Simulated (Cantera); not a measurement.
What does this Cantera script print?

```python
import numpy as np
import cantera as ct

gas_names = """
    F F2 N NF NF2 NF3 N2 Si SiF SiF2 SiF3 SiF4 SiN Si2 Si2N Si3
""".split()
cond_names = """
    Si(cr) Si(L) Si3N4(a)
""".split()


# ... load() reads the species with a 1 bar reference pressure and builds the phases ...
atoms = {
    'Si': {'Si': 1},
    'NF3': {'N': 1, 'F': 3},
    'F2': {'F': 2},
}
top_T = {'Si3N4(a)': 2400}  # K; cautious upper limits of use, not melting points


# ... equilibrate(T, P, feed) seeds the gas with the atoms and calls Mixture.equilibrate('TP', solver="vcs", rtol=1e-11, max_steps=5000) ...
results = []
feed = {'Si': 1, 'NF3': 4.4, 'F2': 1.5}  # mol
T = 850  # K
for P in [1, 10, 100, 1000, 10000, 100000]:
    mix = equilibrate(T, P, feed)
    results.append((T, P, feed, dict(zip(mix.species_names, mix.species_moles))))

top = {s: max(r[3][s] / sum(r[3][g] for g in gas_names) for r in results) for s in gas_names}
cols = sorted((s for s in top if top[s] > 1e-05), key=lambda s: -top[s])[:9]
seen = [c for c in cond_names if any(r[3].get(c, 0) > 1e-12 for r in results)]
print("log10 of partial pressures in bar; condensed amounts in mol")
print(f"{'P/Pa':>10s}" + "".join(f"{s[:9]:>10s}" for s in cols + seen))
for T, P, feed, n in results:
    ng = sum(n[g] for g in gas_names)
    print(f"{P:10.4g}" + "".join(f"{np.log10(max(n[s] / ng * P / 1e5, 1e-99)):10.3f}" for s in cols)
          + "".join(f"{n.get(c, 0):10.4g}" for c in seen))
```

It prints:

```
log10 of partial pressures in bar; condensed amounts in mol
      P/Pa         F        F2       NF3        N2      SiF4
         1    -5.115    -6.698   -12.159    -5.836    -6.179
        10    -4.201    -4.871    -8.895    -4.790    -5.133
       100    -3.476    -3.421    -6.179    -3.706    -4.047
      1000    -2.899    -2.266    -3.924    -2.661    -2.991
     1e+04    -2.404    -1.276    -1.955    -1.693    -1.931
     1e+05    -2.020    -0.508    -0.398    -0.886    -0.824
```

Cantera equilibrium calculation (NASA polynomials, part measured and part estimated; ideal gas, pure solids and liquids).
